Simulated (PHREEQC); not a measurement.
Solution (25 °C): 0.0062 mol MgCl2, 0.00021 mol Na2SO4 and 0.0076 mol NaCl per kg of water. Closed to the air; pH follows from the charge balance.

Equilibrium calculation in PHREEQC: ion-association model, wateq4f.dat.

This is a speciation only: nothing precipitates in the calculation.

Order these S species by the share of S that they hold, largest first: NaSO4-, MgSO4, SO4-2.

SO4-2 (69 %), MgSO4 (30 %), NaSO4- (1.5 %)

The ionic strength is 0.0266 mol/kgw.
